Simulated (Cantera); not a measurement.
Input (Python, Cantera) and output of one run.

```python
import numpy as np
import cantera as ct

gas_names = """
    P4O10 P2 O3
""".split()
cond_names = """

""".split()


# ... load() reads the species with a 1 bar reference pressure and builds the phases ...
species = {s.name: s for s in load("nasa_gas.yaml", gas_names) + load("nasa_condensed.yaml", cond_names)}
# Each term lists the table entries of one substance; the one whose range holds T is used.
reactions = {
    '3 P4O10(g) = 6 P2(g) + 10 O3(g)':
        [(-3, ['P4O10']), (6, ['P2']), (10, ['O3'])],
}


def pick(names, T):
    return next(species[n] for n in names if species[n].thermo.min_temp <= T <= species[n].thermo.max_temp)


results = []
for label, terms in reactions.items():
    print(label)
    print("     T/K   dH/kJ  dS/(J/K)   dG/kJ   log10 K")
    for T in [300, 2050, 2125, 2200, 2275, 2350, 2425, 2500, 2575]:
        used = [(nu, pick(names, T)) for nu, names in terms]
        dH = sum(nu * s.thermo.h(T) for nu, s in used) / 1e6
        dS = sum(nu * s.thermo.s(T) for nu, s in used) / 1e3
        dG = dH - T * dS / 1e3
        logK = -dG * 1e6 / (ct.gas_constant * T * np.log(10))
        results.append((label, T, dH, dS, dG, logK, [s.name for _, s in used]))
        print(f"{T:8g} {dH:8.1f} {dS:8.1f} {dG:8.1f} {logK:8.2f}")
```

It prints:

```
3 P4O10(g) = 6 P2(g) + 10 O3(g)
     T/K   dH/kJ  dS/(J/K)   dG/kJ   log10 K
     300  10992.3   2487.1  10246.2 -1783.99
    2050  10789.2   2293.6   6087.4  -155.10
    2125  10785.7   2291.9   5915.4  -145.40
    2200  10783.4   2290.8   5743.6  -136.37
    2275  10782.4   2290.4   5571.8  -127.93
    2350  10782.6   2290.5   5400.0  -120.03
    2425  10784.1   2291.1   5228.2  -112.61
    2500  10786.9   2292.2   5056.3  -105.64
    2575  10790.8   2293.8   4884.3   -99.08
```

Standard-state values (1 bar) from the NASA 1993 polynomials, evaluated with Cantera. Condensed species are held in their standard states even where they would react or evaporate.
